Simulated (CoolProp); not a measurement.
Normal hydrogen along the isotherm 23.9 K: fugacity coefficient from the reference equation and from simpler models built on Tc = 33.1 K, pc = 1.296 MPa, ω = -0.219; each cubic takes its own stable root.

Values from CoolProp's reference Helmholtz-energy equation of state, Leachman 2009.

```csv
p (MPa),phase,reference
0.139,gas,0.9206
0.278,liquid,0.7794
0.417,liquid,0.5308
0.556,liquid,0.4066
0.694,liquid,0.3326
0.833,liquid,0.2830
0.972,liquid,0.2476
1.11,liquid,0.2213
1.25,liquid,0.2007
1.39,liquid,0.1843
1.53,liquid,0.1709
1.67,liquid,0.1599
1.81,liquid,0.1506
1.94,liquid,0.1432
```

How far does each simpler model (van der Waals, Redlich-Kwong, Peng-Robinson) lie from the reference over these 14 states: mean and median of the absolute difference, and the worst?


- van der Waals: mean 19.7 %, median 21.4 %, worst +25.3 % at 23.9 K and 1.94 MPa
- Redlich-Kwong: mean 36.6 %, median 39.3 %, worst -40.3 % at 23.9 K and 1.94 MPa
- Peng-Robinson: mean 1.1 %, median 1.1 %, worst -2.2 % at 23.9 K and 1.94 MPa

At some of these states van der Waals gives the other phase, because its saturation line lies elsewhere.
